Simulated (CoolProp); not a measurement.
Vapour-liquid equilibrium of benzene (1) + n-octane (2) at 481.1 K; x and y are mole fractions of (1).

Values from CoolProp's multi-fluid Helmholtz-energy mixture model, Thol 2012 and Beckmüller 2019; pair parameters Bell 2016.

```
x     bubble pressure (MPa)  y at the bubble point  dew pressure at overall composition x (MPa)  liquid density (mol/L)
----  ---------------------  ---------------------  -------------------------------------------  ----------------------
0.05                 0.6884                  0.103                                       0.6619                   4.661
0.15                 0.7913                  0.277                                       0.7137                   4.882
0.25                 0.8961                  0.418                                       0.7734                   5.123
0.35                  1.000                  0.532                                       0.8427                   5.390
0.45                  1.103                  0.628                                       0.9236                   5.687
0.55                  1.203                      …                                            …                   6.022
0.65                  1.301                  0.782                                        1.129                   6.401
0.75                  1.397                  0.848                                            …                   6.835
0.85                  1.491                  0.910                                        1.400                   7.337
0.95                  1.584                  0.970                                        1.553                   7.922
```

Question: Some entries are withheld; supply them.

Answer: 
- 0.55, y at the bubble point: 0.709
- 0.55, dew pressure at overall composition x (MPa): 1.018
- 0.75, dew pressure at overall composition x (MPa): 1.257

No azeotrope shows between x = 0.05 and 0.95.

The pair parameters rest on a limited set of measurements; away from them the model extrapolates.
